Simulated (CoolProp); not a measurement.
Aqueous methanol as a coolant, at 12 °C, 1 atm.

Values from CoolProp's Melinder's fits for secondary coolants.

| mass % | freezing point (°C) | Prandtl number | cp (kJ/(kg K)) | density (kg/m³) | viscosity (mPa s) |
|---|---|---|---|---|---|
| 5.4 | -3.3 | 11.2 | 4.232 | (withheld) | 1.46 |
| 11.5 | -7.7 | 14.0 | 4.202 | 981.0 | 1.73 |
| 17.6 | -12.9 | (withheld) | 4.132 | 972.7 | 1.98 |
| 23.7 | (withheld) | 19.3 | 4.046 | 964.3 | 2.18 |
| 29.8 | -25.5 | 21.4 | 3.953 | 955.5 | 2.32 |
| 35.9 | -33.0 | 22.9 | 3.850 | 946.0 | 2.37 |
| 42.1 | -41.8 | 23.5 | 3.730 | 935.5 | 2.35 |
| 48.2 | -51.4 | 23.3 | 3.594 | 924.4 | 2.27 |
| 54.3 | -62.1 | 22.5 | 3.446 | (withheld) | 2.14 |

Problem. What belongs in the gaps?

Solution. 
- 5.4, density (kg/m³): 990.1
- 17.6, Prandtl number: 16.8
- 23.7, freezing point (°C): -18.7
- 54.3, density (kg/m³): 912.4
